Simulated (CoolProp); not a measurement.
A simple Rankine cycle with R1224YDZ: condensing at 331.15 K, boiler at 1.84 MPa, turbine inlet 435.8 K, turbine efficiency 0.6, pump efficiency 0.7, no recuperator. Each further row changes one setting.

Computed with CoolProp (reference Helmholtz-energy equation of state, Akasaka 2023).

| case | thermal efficiency (%) | net work (kJ/kg) | heat in (kJ/kg) | turbine exit temperature (K) | volume ratio over the turbine |
|---|---|---|---|---|---|
| as stated | ? | 16.4 | 229 | 401.8 | ? |
| turbine inlet 455.8 K | 7.1 | 17.8 | ? | 423.4 | ? |
| condensing temperature 323.15 K | ? | 19.1 | 239 | 397.8 | 6.12 |
| boiler pressure 1.29 MPa | ? | 13.5 | 236 | 412.2 | 3.23 |
| turbine efficiency 0.5 | 5.9 | 13.4 | 229 | 404.9 | 4.91 |

### Question
What belongs in the gaps?

### Answer

- as stated, thermal efficiency (%): 7.2
- as stated, volume ratio over the turbine: 4.87
- turbine inlet 455.8 K, heat in (kJ/kg): 251
- turbine inlet 455.8 K, volume ratio over the turbine: 4.73
- condensing temperature 323.15 K, thermal efficiency (%): 8.0
- boiler pressure 1.29 MPa, thermal efficiency (%): 5.7
